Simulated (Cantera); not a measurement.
Input (Python, Cantera):

```python
import numpy as np
import cantera as ct

gas = ct.Solution("gri30.yaml")
gas.TPX = 1925, 100000, {'NO': 1, 'N2': 0.12}
inlet = ct.Reservoir(gas, clone=True)

reactor = ct.IdealGasConstPressureReactor(gas, energy="off", clone=False)
exhaust = ct.Reservoir(gas, clone=True)
tau = [1.7, 0.73, 0.32, 0.14, 0.063, 0.028, 0.012, 0.0054, 0.0024][0]
for a, b in ((inlet, reactor), (reactor, exhaust)):
    ct.MassFlowController(a, b, mdot=lambda t: reactor.mass / tau)
net = ct.ReactorNet([reactor])
show = ['NO', 'O', 'O2', 'N2O', 'N2']

rows = []
print(f"{'tau/s':>10s}{'T/K':>9s}" + "".join(f"{s:>11s}" for s in show))
for tau in [1.7, 0.73, 0.32, 0.14, 0.063, 0.028, 0.012, 0.0054, 0.0024]:
    net.initial_time = 0.0
    net.advance(30 * tau)
    before = gas.X
    net.advance(40 * tau)
    drift = np.max(np.abs(gas.X - before) / (gas.X + 1e-9))
    rows.append([gas.T, *gas[show].X, drift])
    print(f"{tau:10.3e}{gas.T:9.1f}" + "".join(f"{x:11.3e}" for x in gas[show].X))
```

It prints:

```
     tau/s      T/K         NO          O         O2        N2O         N2
 1.700e+00   1925.0  3.703e-01  1.919e-04  2.605e-01  5.677e-05  3.681e-01
 7.300e-01   1925.0  5.198e-01  1.643e-04  1.856e-01  1.134e-04  2.933e-01
 3.200e-01   1925.0  6.588e-01  1.334e-04  1.161e-01  1.853e-04  2.238e-01
 1.400e-01   1925.0  7.648e-01  1.036e-04  6.323e-02  2.536e-04  1.708e-01
 6.300e-02   1925.0  8.282e-01  8.039e-05  3.164e-02  2.999e-04  1.391e-01
 2.800e-02   1925.0  8.625e-01  6.418e-05  1.461e-02  3.243e-04  1.220e-01
 1.200e-02   1925.0  8.795e-01  5.380e-05  6.186e-03  3.290e-04  1.135e-01
 5.400e-03   1925.0  8.867e-01  4.755e-05  2.608e-03  3.150e-04  1.099e-01
 2.400e-03   1925.0  8.901e-01  4.202e-05  9.899e-04  2.790e-04  1.082e-01
```

Computed with Cantera and GRI-Mech 3.0 (53 species, 325 reactions).
